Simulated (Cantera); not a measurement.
A perfectly stirred reactor is fed with NH₃ : H₂ = 1 : 0.26 (molar parts), at 0.217 atm; it is held at 2300 K, and followed from long to short residence time.

Cantera simulation using the gas-phase N/H chemistry of the illustrative SiF4/NH3 mechanism in the Surface Chemkin manual (1991); the numbers are that mechanism's predictions, not measurements. Walls and surfaces, which speed up NH3 decomposition in real reactors, are not modelled.

x: mole fraction; the columns are a selection and need not sum to one.

```
τ (s)     x NH₃   x H₂      x H      x N    x N₂H₄   x N₂H₂
------  -------  -----  -------  -------  --------  -------
0.46    0.00639  0.768  0.00631  1.11e-5  3.40e-10  1.23e-7
0.24     0.0170  0.763  0.00420  8.84e-6   1.09e-9  2.87e-7
0.12     0.0389  0.748  0.00303  7.88e-6   3.08e-9  6.34e-7
0.065    0.0731  0.723  0.00236  7.47e-6   7.02e-9  1.22e-6
0.034     0.132  0.681  0.00182  7.16e-6   1.54e-8  2.31e-6
0.018     0.219  0.618  0.00140  6.83e-6   3.05e-8  4.12e-6
0.0091        ?      ?        ?  6.39e-6         ?        ?
0.0047        ?      ?        ?        ?         ?        ?
```

Task: Complete the blanks.

Result: 
- 0.0091, x NH₃: 0.342
- 0.0091, x H₂: 0.530
- 0.0091, x H: 0.00105
- 0.0091, x N₂H₄: 5.62e-8
- 0.0091, x N₂H₂: 7.06e-6
- 0.0047, x NH₃: 0.473
- 0.0047, x H₂: 0.435
- 0.0047, x H: 0.000782
- 0.0047, x N: 5.85e-6
- 0.0047, x N₂H₄: 8.81e-8
- 0.0047, x N₂H₂: 1.07e-5
